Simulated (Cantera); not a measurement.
Input: 1 mol Fe2O3, 0.23 mol SO2, 0.072 mol CO2, equilibrated at 75.0 Torr.

Method: chemical equilibrium by Gibbs-energy minimisation in Cantera with the NASA 1993 tables (ideal gas, pure condensed phases). Candidate condensed phases: C, Fe, Fe(CO)5, FeO, FeS, FeSO4, FeS2, Fe2O3, Fe2(SO4)3, Fe3O4, S; 25 gas species. Mutual solubility and eutectic melting of coexisting phases are not modelled. Rates play no part.

log p: log10 of the partial pressure in bar; n: condensed amount in mol.

```csv
T (K),log p SO2,log p CO2,log p O2,log p SO3,log p CO,log p SO,log p O,n Fe2O3(s),n Fe3O4(s)
848,-1.12,-1.62,<-13,-7.20,-7.24,-8.42,<-13,1.00,0
923,-1.12,-1.62,-12.59,-6.73,-6.78,-7.86,<-13,1.00,0
998,-1.12,-1.62,-10.54,-6.12,-6.60,-7.60,<-13,1.000,0
1073,-1.12,-1.62,-8.79,-5.60,-6.44,-7.36,<-13,1.000,0
1148,-1.12,-1.62,-7.29,-5.16,-6.29,-7.16,___,1.000,0
1223,-1.12,-1.62,-5.97,-4.77,-6.17,-6.97,___,1.000,0.000110
1298,-1.12,-1.62,-4.81,-4.43,-6.05,-6.80,___,0.999,0.000404
1373,-1.12,-1.62,-3.78,-4.13,-5.95,-6.66,___,0.996,0.00245
1448,-1.13,-1.63,-2.86,-3.86,-5.86,-6.53,___,0.973,0.0178
```

Q: Some entries are withheld; supply them.

A: 
- 1148, log p O: -11.74
- 1223, log p O: -10.38
- 1298, log p O: -9.17
- 1373, log p O: -8.10
- 1448, log p O: -7.14
